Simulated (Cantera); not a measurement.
Input: 1 mol HF, 1.3 mol H2, 0.028 mol O2, equilibrated at 2575 K and 0.100 bar.

These are equilibrium values from Cantera (NASA tables, ideal gas, pure condensed phases), not measurements of a reactor. Candidate condensed phases: H2O; 22 gas species. Rates play no part.

What is the equilibrium state?

x(H2): 0.483
x(HF): 0.418
x(H): 0.0761
x(H2O): 0.0225
x(OH): 0.000800
x(F): 0.000166
x(O): 8.20e-5
x(O2): 1.56e-6
gas amount: 2.392 mol
